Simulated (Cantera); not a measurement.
Charge: 1 mol SiC, 0.09 mol H2, at 1.90 Pa.

Equilibrium computed with Cantera from the NASA thermochemical tables; the gas is ideal and each condensed phase is pure. Candidate condensed phases: C, C6H6, C7H8, C8H18, Si, SiC; 87 gas species. Equilibrium is a limit: real reactors are often held back by kinetics, nucleation or transport.

x: gas mole fraction; n: condensed amount in mol.

```tsv
T (K)	x Si	x C	x H	x SiC2	x H2	x C3	x C2	x Si2C	n C(graphite)	n SiC(s)
2098	0.532	1.20e-5	0.267	0.0340	0.143	1.45e-5	1.25e-6	0.0216	(withheld)	0.802
2198	0.764	7.76e-5	0.134	0.0729	0.0111	0.000122	1.07e-5	0.0167	0.813	0
2298	0.741	0.000426	0.145	0.102	0.00436	0.000848	7.53e-5	0.00644	(withheld)	0
2398	0.705	0.00203	0.149	0.134	0.00169	0.00499	0.000451	0.00257	(withheld)	0
2498	0.648	0.00852	0.146	0.167	0.000651	0.0254	0.00234	0.00102	(withheld)	0
2598	0.546	0.0312	0.130	0.177	0.000220	0.105	0.0101	0.000350	0	0
2698	0.568	0.0699	0.121	0.103	8.69e-5	0.119	0.0178	0.000131	0	0
2798	0.566	0.137	0.111	0.0514	3.55e-5	0.108	0.0260	4.46e-5	0	0
2898	0.539	0.235	0.101	0.0214	1.48e-5	0.0737	0.0305	1.37e-5	0	0
2998	0.502	0.337	0.0917	0.00701	6.48e-6	0.0344	0.0271	3.77e-6	0	0
```

**Question.** What belongs in the gaps?

**Answer.** 
- 2098, n C(graphite): 0.169
- 2298, n C(graphite): 0.751
- 2398, n C(graphite): 0.657
- 2498, n C(graphite): 0.480
